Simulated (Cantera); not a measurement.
An isothermal, constant-pressure homogeneous reactor starts with NH₃ : N₂ = 1 : 11 (molar parts), at 1423 K and 4700 Pa. Integrator tolerance rtol = 1e-08.

Detailed kinetics in Cantera: the gas-phase N/H chemistry of the illustrative SiF4/NH3 mechanism in the Surface Chemkin manual (1991). Walls and surfaces, which speed up NH3 decomposition in real reactors, are not modelled.

Task: What does this change do: temperature 1423 to 1950 K?

Result: 
```json
[
 {"quantity": "x(NH₃) at 5.00 s", "before": "0.0826 (gas-phase equilibrium 1.35e-7)", "after": "0.000497 (gas-phase equilibrium 3.72e-8)"},
 {"quantity": "x(N) at 5.00 s", "before": "5.89e-10 (gas-phase equilibrium <1e-12)", "after": "6.72e-7 (gas-phase equilibrium 1.86e-9)"},
 {"quantity": "x(NH) at 5.00 s", "before": "6.80e-8 (gas-phase equilibrium <1e-12)", "after": "1.16e-6 (gas-phase equilibrium 9.60e-10)"},
 {"quantity": "x(H) at 5.00 s", "before": "1.19e-7 (gas-phase equilibrium 1.05e-5)", "after": "0.000543 (gas-phase equilibrium 0.00180)"},
 {"quantity": "x(N₂) at 5.00 s", "before": "0.916 (gas-phase equilibrium 0.885)", "after": "0.885 (gas-phase equilibrium 0.884)"},
 {"quantity": "x(N₂H₄) at 5.00 s", "before": "5.58e-9 (gas-phase equilibrium <1e-12)", "after": "1.50e-12 (gas-phase equilibrium <1e-12)"}
]
```
